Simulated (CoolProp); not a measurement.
Vapour-liquid equilibrium of isohexane (1) + n-heptane (2) at 383.1 K; x and y are mole fractions of (1).

The numbers come from the multi-fluid Helmholtz-energy mixture model, Lemmon 2006 and Span 2003; pair parameters Bell 2016 in CoolProp.

```tsv
x	bubble pressure (MPa)	y at the bubble point	dew pressure at overall composition x (MPa)	liquid density (mol/L)
0.05	0.1527	0.119	0.1454	…
0.2	0.1886	0.388	0.1620	6.120
0.35	0.2247	0.574	0.1826	…
0.5	0.2615	0.713	…	6.274
0.65	0.2992	0.821	0.2435	6.351
0.8	0.3380	0.908	0.2911	6.426
0.95	0.3779	0.979	0.3605	6.499
```

Problem. Fill in the missing entries.

Solution. 
- 0.05, liquid density (mol/L): 6.043
- 0.35, liquid density (mol/L): 6.197
- 0.5, dew pressure at overall composition x (MPa): 0.2088

No azeotrope shows between x = 0.05 and 0.95.

The pair parameters rest on a limited set of measurements; away from them the model extrapolates.
